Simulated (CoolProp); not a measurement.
Saturation properties of R1224YDZ (Tc = 155.5 °C, pc = 3.334 MPa, ω = 0.325).

The numbers come from the reference Helmholtz-energy equation of state, Akasaka 2023 in CoolProp.

```json
[
 {"T (°C)": "-77.75", "p (MPa)": "0.0003185", "liquid density (kg/m³)": "1616", "vapour density (kg/m³)": "0.02915", "enthalpy of vaporisation (kJ/kg)": "211.7", "liquid cp (kJ/(kg K))": "1.014"},
 {"T (°C)": "-73.75", "p (MPa)": "0.0004691", "liquid density (kg/m³)": "1607", "vapour density (kg/m³)": "0.04209", "enthalpy of vaporisation (kJ/kg)": "209.9", "liquid cp (kJ/(kg K))": "1.016"},
 {"T (°C)": "-69.65", "p (MPa)": "…", "liquid density (kg/m³)": "1597", "vapour density (kg/m³)": "0.06020", "enthalpy of vaporisation (kJ/kg)": "…", "liquid cp (kJ/(kg K))": "1.018"},
 {"T (°C)": "-65.55", "p (MPa)": "…", "liquid density (kg/m³)": "1587", "vapour density (kg/m³)": "0.08460", "enthalpy of vaporisation (kJ/kg)": "206.0", "liquid cp (kJ/(kg K))": "…"},
 {"T (°C)": "-61.45", "p (MPa)": "0.001382", "liquid density (kg/m³)": "1577", "vapour density (kg/m³)": "0.1170", "enthalpy of vaporisation (kJ/kg)": "…", "liquid cp (kJ/(kg K))": "…"},
 {"T (°C)": "-57.45", "p (MPa)": "0.001901", "liquid density (kg/m³)": "1568", "vapour density (kg/m³)": "…", "enthalpy of vaporisation (kJ/kg)": "202.3", "liquid cp (kJ/(kg K))": "1.028"},
 {"T (°C)": "-53.35", "p (MPa)": "0.002598", "liquid density (kg/m³)": "1558", "vapour density (kg/m³)": "0.2122", "enthalpy of vaporisation (kJ/kg)": "200.4", "liquid cp (kJ/(kg K))": "1.031"},
 {"T (°C)": "-49.25", "p (MPa)": "0.003503", "liquid density (kg/m³)": "1548", "vapour density (kg/m³)": "0.2811", "enthalpy of vaporisation (kJ/kg)": "198.6", "liquid cp (kJ/(kg K))": "1.035"}
]
```

Some entries are withheld; supply them.


- -69.65, p (MPa): 0.0006844
- -69.65, enthalpy of vaporisation (kJ/kg): 207.9
- -65.55, p (MPa): 0.0009806
- -65.55, liquid cp (kJ/(kg K)): 1.021
- -61.45, enthalpy of vaporisation (kJ/kg): 204.1
- -61.45, liquid cp (kJ/(kg K)): 1.024
- -57.45, vapour density (kg/m³): 0.1581

It boils at 14.9 °C under 1 atm.
